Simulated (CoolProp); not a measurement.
R125 along the isobar 0.605 MPa: Z from the reference equation and from simpler models built on Tc = 339.2 K, pc = 3.618 MPa, ω = 0.305; each cubic takes its own stable root.

Model: reference Helmholtz-energy equation of state, Lemmon 2005, in CoolProp.

```
T (K)   phase  reference  Redlich-Kwong  Soave-Redlich-Kwong
-----  ------  ---------  -------------  -------------------
219.6  liquid    0.02591        0.02957              0.02835
237.4  liquid    0.02503        0.02881              0.02745
255.2  liquid    0.02446        0.02854              0.02701
273       gas     0.8600         0.8845               0.8718
290.8     gas     0.8919         0.9051               0.8975
308.5     gas     0.9143         0.9209               0.9168
326.3     gas     0.9308         0.9334               0.9319
344.1     gas     0.9433         0.9434               0.9439
361.9     gas     0.9530         0.9515               0.9535
379.7     gas     0.9607         0.9582               0.9613
397.5     gas     0.9669         0.9637               0.9678
415.3     gas     0.9719         0.9684               0.9732
433       gas     0.9761         0.9723               0.9776
450.8     gas     0.9795         0.9757               0.9814
```
